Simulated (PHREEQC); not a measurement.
PHREEQC input (Pitzer model, pitzer.dat):

```
SOLUTION 1
  temp 25
  units mol/kgw
  pH 7 charge
  Cl 0.0596
  Na 0.0096
  K 0.05
  S(6) 0.16
  Mg 0.16
END
USE solution 1
INCREMENTAL_REACTIONS false
REACTION 1
  H2O -1
  0 9.886 18.011 24.689 30.178 34.689 38.397 41.444
  43.949 46.007 47.699 49.089 50.232 51.172 51.944 52.578
  53.1 53.528 53.88 54.17 54.408 moles
EQUILIBRIUM_PHASES 1
  Arcanite 0 0
  Bischofite 0 0
  Bloedite 0 0
  Brucite 0 0
  Carnallite 0 0
  Epsomite 0 0
  Glaserite 0 0
  Halite 0 0
  Hexahydrite 0 0
  Kainite 0 0
  Kieserite 0 0
  Leonite 0 0
  Mirabilite 0 0
  Misenite 0 0
  Schoenite 0 0
  Sylvite 0 0
  Thenardite 0 0
  MgCl2_4H2O 0 0
SELECTED_OUTPUT 1
  -reset false
  -pH true
  -pe true
  -ionic_strength true
  -water true
  -activities H2O
  -totals Cl K Mg Na S
  -molalities H+ Na+ K+ Mg+2 Cl- SO4-2 OH- HSO4- MgOH+
  -equilibrium_phases Arcanite Bischofite Bloedite Brucite Carnallite Epsomite Glaserite Halite Hexahydrite Kainite
    Kieserite Leonite Mirabilite Misenite Schoenite Sylvite Thenardite MgCl2_4H2O
PRINT
  -reset false
END
```

Selected output (columns that matter, 11 of 21 rows; water left (kg) added in front):

```
water left (kg)	pH	mu	Cl	K	Mg	Na	S	m_H+	la_H2O	Epsomite	Halite	Kainite	Leonite	Schoenite
1	6.8163	0.6996	0.0596	0.05	0.16	0.0096	0.16	2.4438e-07	-0.0022618	0	0	0	0	0
0.675514	6.7738	1.0356	0.088229	0.074018	0.23686	0.014211	0.23686	2.7923e-07	-0.0032873	0	0	0	0	0
0.456313	6.7186	1.5332	0.13061	0.10957	0.35064	0.021038	0.35064	3.2294e-07	-0.0048041	0	0	0	0	0
0.30824	6.6448	2.2697	0.19336	0.16221	0.51908	0.031145	0.51908	3.7636e-07	-0.0070903	0	0	0	0	0
0.208215	6.5426	3.36	0.28624	0.24014	0.76844	0.046106	0.76844	4.3699e-07	-0.010687	0	0	0	0	0
0.140655	6.3952	4.9739	0.42373	0.35548	1.1375	0.068252	1.1375	4.9232e-07	-0.016803	0	0	0	0	0
0.0950203	6.1766	7.3626	0.62723	0.5262	1.6839	0.10103	1.6839	5.053e-07	-0.028362	0	0	0	0	0
0.0641769	5.8537	10.901	0.92868	0.7791	2.4931	0.14959	2.4931	4.0248e-07	-0.052626	0	0	0	0	0
0.0369658	5.5809	12.242	1.6123	0.67776	2.9106	0.2597	2.5732	4.2607e-07	-0.076859	0.039935	0	0	0	0.012473
0.0149498	5.1527	11.695	3.9867	0.73504	2.9057	0.64215	1.601	5.95e-07	-0.12307	0.097054	0	0	0	0.019506
0.0038048	4.4095	13.266	6.924	0.7633	3.4489	1.1915	0.96429	9.2556e-07	-0.21671	0.10924	0.0050664	0.028189	0.0094534	0
```
